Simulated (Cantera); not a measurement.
An adiabatic, constant-pressure homogeneous reactor starts with CO : H2 : CH4 : O2 : N2 = 1 : 0.4 : 0.19 : 1.32 : 8.69 (molar parts), at 1400 K and 1300000 Pa.

Model: GRI-Mech 3.0 (53 species, 325 reactions), integrated in Cantera. The pressure lies above the range GRI-Mech 3.0 was tuned for (to about 10 atm).

Problem. Predict: time of steepest temperature rise; temperature at 0.300 s; equilibrium temperature; x(CO) at 0.300 s; x(H2) at 0.300 s; x(N2O) at 0.300 s; x(H) at 0.300 s.

Solution. 
```json
{
 "time_of_steepest_temperature_rise": "19.1 µs",
 "temperature at 0.300 s": "2532 K",
 "equilibrium_temperature": "2532 K",
 "x(CO) at 0.300 s": "0.00832 (gas-phase equilibrium 0.00832)",
 "x(H2) at 0.300 s": "0.000901 (gas-phase equilibrium 0.000901)",
 "x(N2O) at 0.300 s": "1.56e-6 (gas-phase equilibrium 1.56e-6)",
 "x(H) at 0.300 s": "0.000242 (gas-phase equilibrium 0.000242)"
}
```
